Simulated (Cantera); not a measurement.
Feed: 1 mol Pb, 0.031 mol O2, 41 mol N2, held at 12.0 Torr.

Method: chemical equilibrium by Gibbs-energy minimisation in Cantera with the NASA 1993 tables (ideal gas, pure condensed phases). Candidate condensed phases: Pb, PbO, PbO2, Pb3O4; 12 gas species. Mutual solubility and eutectic melting of coexisting phases are not modelled. Kinetics and transport are ignored.

### Question
Which condensed phases are stable at each of these points (T (°C)): 400, 450, 500, 550, 600, 650, 700, 750?

### Answer
| T (°C) | condensed phases | Pb condensed (%) |
|---|---|---|
| 400 | Pb(l) + PbO(red) | 100.0 |
| 450 | Pb(l) + PbO(red) | 100.0 |
| 500 | Pb(l) + PbO(yellow) | 100.0 |
| 550 | Pb(l) + PbO(yellow) | 100.0 |
| 600 | Pb(l) + PbO(yellow) | 99.8 |
| 650 | Pb(l) + PbO(yellow) | 99.3 |
| 700 | Pb(l) + PbO(yellow) | 97.7 |
| 750 | Pb(l) + PbO(yellow) | 93.0 |

From 400 °C to 450 °C the condensed part is Pb(l) + PbO(red). From 500 °C to 750 °C the condensed part is Pb(l) + PbO(yellow).
